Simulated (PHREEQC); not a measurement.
A column of 0.1 m (30 cells, dispersivity 0.005 m, 60 s a shift, diffusion coefficient 3e-10 m²/s) holds 0.0008 eq of the database's cation exchanger X per kg of pore water, first in equilibrium with 0.0027 mol/kgw MgCl2, 0.062 mol/kgw (NH4)2SO4 and 1e-05 mol/kgw HCl. It is flushed with 0.00089 mol NH4Cl, 0.00099 mol LiCl and 1e-05 mol HCl per kg of water, at 40 °C. Values are for the last cell. CO2 from the air is kept out. No solid was allowed to form.

The numbers come from PHREEQC with the ion-association model, phreeqc.dat.

```csv
pore volumes,Li in solution (mol/kgw),S in solution (mol/kgw),Mg in solution (mol/kgw),NH4 in solution (mol/kgw),Cl in solution (mol/kgw),NH4X on the exchanger (mol/kgw),MgX2 on the exchanger (mol/kgw)
0,0,0.0620,0.00270,0.124,0.00541,0.000778,1.11e-5
0.2167,4.47e-12,0.0620,0.00270,0.124,0.00541,0.000778,1.11e-5
0.5167,2.16e-5,0.0606,0.00264,0.121,0.00533,0.000777,1.13e-5
0.7167,0.000175,0.0508,0.00220,0.102,0.00478,0.000773,1.33e-5
0.9167,0.000437,0.0340,0.00143,0.0685,0.00382,0.000761,1.89e-5
1.217,0.000744,0.0134,0.000484,0.0278,0.00265,0.000719,3.81e-5
1.417,0.000836,0.00628,0.000175,0.0136,0.00225,0.000677,5.67e-5
1.617,0.000869,0.00274,4.98e-5,0.00655,0.00205,0.000639,7.10e-5
1.817,0.000876,0.00114,1.35e-5,0.00332,0.00195,0.000610,7.70e-5
2.117,0.000893,0.000287,3.21e-6,0.00157,0.00191,0.000569,7.92e-5
2.317,0.000917,0.000111,1.94e-6,0.00119,0.00190,0.000546,7.97e-5
2.517,0.000942,4.26e-5,1.51e-6,0.00102,0.00189,0.000530,8.01e-5
2.817,0.000969,9.84e-6,1.31e-6,0.000929,0.00189,0.000518,8.05e-5
3.017,0.000978,3.67e-6,1.27e-6,0.000907,0.00189,0.000514,8.08e-5
```

Species that the database lacks are ignored. At this temperature some constants are extrapolated from 25 °C, and those without enthalpy data are left unchanged.
